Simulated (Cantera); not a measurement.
Charge: 1 mol AlCl3, 0.77 mol N2O, 550 mol H2, held at 43.0 Pa.

These are equilibrium values from Cantera (NASA tables, ideal gas, pure condensed phases), not measurements of a reactor. Candidate condensed phases: Al, AlCl3, AlN, Al2O3, H2O, NH4Cl; 45 gas species. The tables' values for AlOH, AlCl2 are old estimates; treat these amounts as uncertain. The numbers say what is thermodynamically allowed, not how fast it happens.

log p: log10 of the partial pressure in bar; n: condensed amount in mol.

```json
[
 {"T (°C)": "1050", "log p H2": "-3.37", "log p H": "-7.48", "log p HCl": "-5.71", "log p AlCl": "-6.44", "n Al2O3(s)": "0.257"},
 {"T (°C)": "1150", "log p H2": "-3.37", "log p H": "?", "log p HCl": "-5.71", "log p AlCl": "-6.43", "n Al2O3(s)": "0.256"},
 {"T (°C)": "1250", "log p H2": "-3.37", "log p H": "-6.32", "log p HCl": "-5.71", "log p AlCl": "-6.42", "n Al2O3(s)": "0.255"},
 {"T (°C)": "1350", "log p H2": "-3.37", "log p H": "-5.85", "log p HCl": "-5.71", "log p AlCl": "-6.41", "n Al2O3(s)": "0.247"},
 {"T (°C)": "1450", "log p H2": "-3.37", "log p H": "-5.43", "log p HCl": "-5.72", "log p AlCl": "-6.37", "n Al2O3(s)": "0.221"},
 {"T (°C)": "1550", "log p H2": "-3.38", "log p H": "-5.05", "log p HCl": "-5.75", "log p AlCl": "-6.30", "n Al2O3(s)": "0.150"},
 {"T (°C)": "1650", "log p H2": "-3.39", "log p H": "-4.72", "log p HCl": "-5.79", "log p AlCl": "-6.21", "n Al2O3(s)": "0"},
 {"T (°C)": "1750", "log p H2": "-3.41", "log p H": "-4.43", "log p HCl": "-5.79", "log p AlCl": "-6.30", "n Al2O3(s)": "0"},
 {"T (°C)": "1850", "log p H2": "-3.45", "log p H": "?", "log p HCl": "-5.80", "log p AlCl": "?", "n Al2O3(s)": "0"},
 {"T (°C)": "1950", "log p H2": "-3.50", "log p H": "-3.95", "log p HCl": "-5.84", "log p AlCl": "-6.68", "n Al2O3(s)": "0"}
]
```

Problem. Complete the blanks.

Solution. 
- 1850, log p H: -4.17
- 1850, log p AlCl: -6.46
- 1150, log p H: -6.86
